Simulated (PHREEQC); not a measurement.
Hard or scaling water

Consider water at 25 °C with 0.00063 mol/kgw CaSO4, 0.00046 mol/kgw Na2SO4 and 0.023 mol/kgw KCl. Closed to the air; pH follows from the charge balance.

All values are PHREEQC results (ion-association model, phreeqc.dat), not measurements.

Each row changes one thing in this solution. No solid was allowed to form.

```tsv
case	pH	ionic strength (mol/kgw)	SO4-2 (mol/kgw)	Ca+2 (mol/kgw)	KSO4- (mol/kgw)	CaSO4 (mol/kgw)	SI of Gypsum (CaSO4:2H2O)	SI of Sylvite (KCl)
as made	7.00	0.0266	0.000972	0.000599	8.43e-5	3.10e-5	-2.18	-4.32
CaSO4 from 0.00063 to 6.3e-05 mol/kgw	7.00	0.0245	0.000478	6.14e-5	4.24e-5	1.62e-6	-3.46	-4.31
0.016 mol/kgw H2SO4 added	1.70	0.0563	0.00793	0.000473	0.000547	0.000135	-1.54	-4.37
Na2SO4 from 0.00046 to 0.00069 mol/kgw	7.00	0.0272	0.00118	0.000593	0.000102	3.67e-5	-2.10	-4.32
KCl from 0.023 to 0.0046 mol/kgw	7.01	0.00825	0.00102	0.000580	2.24e-5	4.98e-5	-1.97	-5.66
0.017 mol/kgw Li2SO4 added	7.09	0.0731	0.0159	0.000423	0.000989	0.000207	-1.35	-4.40
```

Species that the database lacks are ignored.
